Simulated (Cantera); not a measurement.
An adiabatic, constant-volume homogeneous reactor starts with CH4 : O2 : N2 = 1 : 1.67 : 6.27 (molar parts), at 1725 K and 5.03 atm. Integrator tolerance rtol = 1e-08.

Model: GRI-Mech 3.0 (53 species, 325 reactions), integrated in Cantera. Above 3000 K some thermodynamic fits are extrapolated.

**Question.** What does this change do: 0.21 parts H2 added?

**Answer.** 
```tsv
quantity	before	after
time of steepest temperature rise	46.1 µs	29.4 µs
temperature at 0.500 s	3155 K	3164 K
equilibrium temperature	3155 K	3164 K
x(CH4) at 0.500 s	<1e-12 (gas-phase equilibrium 1.11e-12)	1.72e-12 (gas-phase equilibrium 2.09e-12)
x(O2) at 0.500 s	0.00876 (gas-phase equilibrium 0.00876)	0.00651 (gas-phase equilibrium 0.00651)
x(NO) at 0.500 s	0.0106 (gas-phase equilibrium 0.0106)	0.00914 (gas-phase equilibrium 0.00914)
x(HO2) at 0.500 s	1.12e-5 (gas-phase equilibrium 1.12e-5)	9.29e-6 (gas-phase equilibrium 9.29e-6)
x(OH) at 0.500 s	0.0228 (gas-phase equilibrium 0.0228)	0.0220 (gas-phase equilibrium 0.0220)
x(HCN) at 0.500 s	5.52e-8 (gas-phase equilibrium 5.52e-8)	7.55e-8 (gas-phase equilibrium 7.55e-8)
x(C2H) at 0.500 s	<1e-12 (gas-phase equilibrium <1e-12)	<1e-12 (gas-phase equilibrium <1e-12)
```

**Question.** What does this change do: constant pressure in place of constant volume?

**Answer.** 
| quantity | before | after |
|---|---|---|
| time of steepest temperature rise | 46.1 µs | 50.0 µs |
| temperature at 0.500 s | 3155 K | 2967 K |
| equilibrium temperature | 3155 K | 2967 K |
| x(CH4) at 0.500 s | <1e-12 (gas-phase equilibrium 1.11e-12) | <1e-12 (gas-phase equilibrium <1e-12) |
| x(O2) at 0.500 s | 0.00876 (gas-phase equilibrium 0.00876) | 0.00707 (gas-phase equilibrium 0.00707) |
| x(NO) at 0.500 s | 0.0106 (gas-phase equilibrium 0.0106) | 0.00768 (gas-phase equilibrium 0.00768) |
| x(HO2) at 0.500 s | 1.12e-5 (gas-phase equilibrium 1.12e-5) | 5.96e-6 (gas-phase equilibrium 5.96e-6) |
| x(OH) at 0.500 s | 0.0228 (gas-phase equilibrium 0.0228) | 0.0179 (gas-phase equilibrium 0.0179) |
| x(HCN) at 0.500 s | 5.52e-8 (gas-phase equilibrium 5.52e-8) | 2.12e-8 (gas-phase equilibrium 2.12e-8) |
| x(C2H) at 0.500 s | <1e-12 (gas-phase equilibrium <1e-12) | <1e-12 (gas-phase equilibrium <1e-12) |
